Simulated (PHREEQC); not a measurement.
Consider water at 25 °C with 0.018 mol/kgw NaBr, 0.0002 mol/kgw KCl, 0.016 mol/kgw KBr and 0.0021 mol/kgw HBr. It is in equilibrium with CO2 at log p = 0 (atm). Otherwise closed; pH follows from the charge balance.

Computed with PHREEQC (ion-association model, wateq4f.dat).

Precipitation was switched off in this run.

**Question.** Estimate the pH.

**Answer.** pH 2.74.

Complexes and solids missing from the database can't appear.
